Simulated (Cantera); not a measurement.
A Cantera script and what it prints.

```python
import numpy as np
import cantera as ct

gas_names = """
    Fe FeO N NO NO2 NO3 N2 N2O O O2 O3 S SN SO SO2 SO3 S2 S2O S8
""".split()
cond_names = """
    Fe(a) Fe(c) Fe(d) Fe(L) FeO(s) FeO(L) FeS(a) FeS(b) FeS(c) FeS(L) FeSO4(s) FeS2(s) Fe2O3(s)
    Fe2S3O12(s) Fe3O4(s) S(cr1) S(cr2) S(L)
""".split()


# ... load() reads the species with a 1 bar reference pressure and builds the phases ...
atoms = {
    'Fe': {'Fe': 1},
    'SO2': {'S': 1, 'O': 2},
    'N2': {'N': 2},
}
top_T = {'FeSO4(s)': 950, 'FeS2(s)': 1010, 'Fe2O3(s)': 1830, 'Fe2S3O12(s)': 1100, 'Fe3O4(s)': 1870}  # K; cautious upper limits of use, not melting points


# ... equilibrate(T, P, feed) seeds the gas with the atoms and calls Mixture.equilibrate('TP', solver="vcs", rtol=1e-11, max_steps=5000) ...
results = []
feed = {'Fe': 1, 'SO2': 2, 'N2': 94}  # mol
T = 1825  # K
P = 61  # Pa
mix = equilibrate(T, P, feed)
results.append((T, P, feed, dict(zip(mix.species_names, mix.species_moles))))
x = sorted(zip(gas.X, gas.species_names), reverse=True)
print(f"T = {T:g} K  P = {P:g} Pa  gas = {mix.phase_moles(0):.4g} mol")
print("   x: " + "  ".join(f"{s} {v:.3e}" for v, s in x if v > 1e-06))
print("   condensed (mol): " + ("  ".join(f"{mix.phase(i).name} {mix.phase_moles(i):.4g}"
      for i in range(1, mix.n_phases) if mix.phase_moles(i) > 1e-12) or "none"))
```

It prints:

```
T = 1825 K  P = 61 Pa  gas = 96.89 mol
   x: N2 9.701e-01  SO2 1.859e-02  Fe 8.555e-03  SO 1.961e-03  FeO 3.927e-04  NO 1.097e-04  O2 1.005e-04  S 7.972e-05  O 6.236e-05  S2 4.718e-06
   condensed (mol): FeO(L) 0.1331
```

Equilibrium computed with Cantera from the NASA thermochemical tables; the gas is ideal and each condensed phase is pure. The tables' stoichiometric FeO is somewhat more stable than real wüstite, so its field is too wide. FeO: taken at fixed stoichiometry.
